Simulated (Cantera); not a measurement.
Input (Python, Cantera) and output of one run.

```python
import numpy as np
import cantera as ct

gas_names = """
    O2 CO
""".split()
cond_names = """
    Ta(cr) TaC(s) Ta2O5(s)
""".split()


def load(file, names, dense=False):
    # The tables refer to 1 bar. Condensed volumes are neglected.
    table = {s.name: s for s in ct.Species.list_from_file(file)}
    out = []
    for n in names:
        d = dict(table[n].input_data)
        d["thermo"] = dict(d["thermo"], **{"reference-pressure": 1e5})
        if dense:
            d["equation-of-state"] = {"model": "constant-volume", "density": "1e6 g/cm^3"}
        out.append(ct.Species.from_dict(d))
    return out


species = {s.name: s for s in load("nasa_gas.yaml", gas_names) + load("nasa_condensed.yaml", cond_names)}
T = 900
g = {n: (s.thermo.h(T) - T * s.thermo.s(T)) / (ct.gas_constant * T * np.log(10)) for n, s in species.items()}
valid = cond_names  # the entries whose range holds T


def stable(la, lb):
    # potentials (over RT ln 10) of the two non-metals from log10 p(O2) and log10 p(CO) in bar
    mu = {}
    mu["O"] = (g["O2"] + la) / 2
    mu["C"] = (g["CO"] + lb - 1 * mu["O"]) / 1
    cost = {}
    for n in valid:
        c = species[n].composition
        cost[n] = (g[n] - sum(c.get(e, 0) * m for e, m in mu.items())) / c["Ta"]
    return min(cost, key=cost.get)


results = []
for lb in [0, -1.4, -2.8, -4.2, -5.7, -7.1, -8.5, -9.9, -11.3, -12.8, -14.2, -15.6, -17]:
    row = [stable(la, lb) for la in [-41, -38.8, -36.6, -34.4, -32.2, -29.9, -27.7, -25.5, -23.3, -21.1, -18.9, -16.7, -14.5, -12.3, -10.1, -7.8, -5.6, -3.4, -1.2, 1]]
    results.append(row)
    print(f"{lb:6.1f}  " + " ".join(f"{valid.index(n):x}" for n in row))
print("key: " + ", ".join(f"{i:x} {n}" for i, n in enumerate(valid)))
```

Result:

```
   0.0  1 1 1 1 1 1 2 2 2 2 2 2 2 2 2 2 2 2 2 2
  -1.4  1 1 1 1 1 1 2 2 2 2 2 2 2 2 2 2 2 2 2 2
  -2.8  1 1 1 1 1 2 2 2 2 2 2 2 2 2 2 2 2 2 2 2
  -4.2  1 1 1 1 1 2 2 2 2 2 2 2 2 2 2 2 2 2 2 2
  -5.7  1 1 1 1 2 2 2 2 2 2 2 2 2 2 2 2 2 2 2 2
  -7.1  1 1 1 1 2 2 2 2 2 2 2 2 2 2 2 2 2 2 2 2
  -8.5  1 1 1 1 2 2 2 2 2 2 2 2 2 2 2 2 2 2 2 2
  -9.9  1 1 1 2 2 2 2 2 2 2 2 2 2 2 2 2 2 2 2 2
 -11.3  1 1 1 2 2 2 2 2 2 2 2 2 2 2 2 2 2 2 2 2
 -12.8  1 1 1 2 2 2 2 2 2 2 2 2 2 2 2 2 2 2 2 2
 -14.2  1 1 2 2 2 2 2 2 2 2 2 2 2 2 2 2 2 2 2 2
 -15.6  1 1 2 2 2 2 2 2 2 2 2 2 2 2 2 2 2 2 2 2
 -17.0  1 0 2 2 2 2 2 2 2 2 2 2 2 2 2 2 2 2 2 2
key: 0 Ta(cr), 1 TaC(s), 2 Ta2O5(s)
```

Cantera with NASA thermochemical tables; ideal gases at 1 bar, condensed phases pure. TaC: taken at fixed stoichiometry. Not in the tables: Ta2C. Part of the grid cannot be reached: there another gas would pass 10 bar, or a non-metal would condense.
